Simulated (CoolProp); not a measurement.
R227EA at 294.27 K and 0.123 MPa is compressed adiabatically to 0.863 MPa with isentropic efficiency 0.75. Each further row changes one setting.

Computed with CoolProp (reference Helmholtz-energy equation of state, Lemmon 2016).

| case | work (kJ/kg) | final temperature (K) | final density (kg/m³) |
|---|---|---|---|
| as stated | 36.5 | 346.9 | 59.9 |
| efficiency 1 | 27.4 | 337.5 | 63.0 |
| efficiency 0.65 | 42.1 | 352.8 | 58.2 |
